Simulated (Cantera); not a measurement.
A Cantera script and its output.

```python
import numpy as np
import cantera as ct

gas = ct.Solution("h2o2.yaml")
gas.TPX = 325, 880000, {'H2': 1, 'O2': 0.98, 'N2': 3.69}
flame = ct.FreeFlame(gas, width=0.0087)
flame.set_refine_criteria(ratio=3, slope=0.08, curve=0.16)
flame.transport_model = "mixture-averaged"
flame.solve(loglevel=0, auto=True)
z, T = flame.grid, flame.T
thick = (T[-1] - T[0]) / np.gradient(T, z).max()
show = ['H2', 'O2', 'HO2', 'OH', 'H', 'O']
print(f"laminar burning velocity  {flame.velocity[0] * 100:.3f} cm/s")
print(f"burnt temperature         {T[-1]:.1f} K")
print(f"thermal thickness         {thick * 1e3:.4f} mm")
print(f"grid points               {len(z)}")
z0 = z[flame.heat_release_rate.argmax()]
print(f"{'z/mm':>9s}{'T/K':>9s}{'u/(m/s)':>9s}" + "".join(f"{s:>11s}" for s in show))
rows = []
for k in (-3, -2, -1.5, -1, -0.5, -0.25, 0, 0.25, 0.5, 1, 2, 4, 8):
    zz = z0 + k * thick
    rows.append([k * thick, np.interp(zz, z, T), np.interp(zz, z, flame.velocity),
                 *(np.interp(zz, z, flame.X[gas.species_index(s)]) for s in show)])
    print(f"{rows[-1][0] * 1e3:9.3f}{rows[-1][1]:9.1f}{rows[-1][2]:9.3f}" + "".join(f"{x:11.3e}" for x in rows[-1][3:]))
```

Result:

```
laminar burning velocity  9.064 cm/s
burnt temperature         1654.4 K
thermal thickness         0.1644 mm
grid points               118
     z/mm      T/K  u/(m/s)         H2         O2        HO2         OH          H          O
   -0.493    327.3    0.090  1.656e-01  1.750e-01  1.291e-08  8.715e-20  1.788e-22  3.380e-17
   -0.329    343.6    0.093  1.453e-01  1.785e-01  2.056e-07  5.587e-18  1.208e-20  9.030e-16
   -0.247    385.8    0.102  1.228e-01  1.806e-01  1.160e-06  1.796e-16  8.744e-19  1.142e-14
   -0.164    525.5    0.135  8.827e-02  1.771e-01  8.535e-06  4.418e-14  2.733e-15  1.066e-12
   -0.082    901.5    0.228  4.622e-02  1.540e-01  7.453e-05  1.325e-08  4.789e-09  2.011e-08
   -0.041   1200.6    0.304  2.531e-02  1.319e-01  2.721e-04  1.452e-05  6.810e-06  9.847e-06
    0.000   1497.7    0.380  8.019e-03  1.078e-01  2.365e-04  4.852e-04  1.047e-04  1.927e-04
    0.041   1616.8    0.410  1.651e-03  9.809e-02  6.966e-05  9.367e-04  5.320e-05  1.706e-04
    0.082   1643.3    0.417  4.168e-04  9.638e-02  2.094e-05  7.340e-04  1.174e-05  6.901e-05
    0.164   1652.2    0.419  5.902e-05  9.603e-02  3.731e-06  3.989e-04  1.076e-06  1.636e-05
    0.329   1654.1    0.420  6.440e-06  9.603e-02  9.378e-07  2.182e-04  1.076e-07  4.531e-06
    0.657   1654.4    0.420  2.640e-06  9.604e-02  7.021e-07  1.764e-04  5.322e-08  2.938e-06
    1.315   1654.4    0.420  2.546e-06  9.604e-02  6.935e-07  1.741e-04  5.142e-08  2.861e-06
```

Cantera simulation using the H2/O2 subset of GRI-Mech 3.0, which has no nitrogen chemistry; the numbers are that mechanism's predictions, not measurements. The hydrogen kinetics of GRI-Mech 3.0 are dated; newer H2 mechanisms differ, most at raised pressure. Burning velocities carry a grid error of a few per cent, more on coarse grids. Lean hydrogen flames are cellular in practice and burn faster than this planar one.
